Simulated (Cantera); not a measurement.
**Ignition delay**

Mixture: CH₄ : CO : O₂ : N₂ = 1 : 0.18 : 2.32 : 8.73 (molar parts), equivalence ratio 0.90, at 1.20 bar, adiabatic and at constant pressure. Ignition delay is the time to a rise of 400 K.

Detailed kinetics in Cantera: GRI-Mech 3.0 (53 species, 325 reactions).

```csv
T0 (K),delay (ms)
1248,20.8
1298,10.5
1348,5.54
1398,3.02
1448,1.72
1498,1.02
1548,0.626
```

The apparent activation energy between 1448 and 1548 K comes out as 190 kJ/mol.
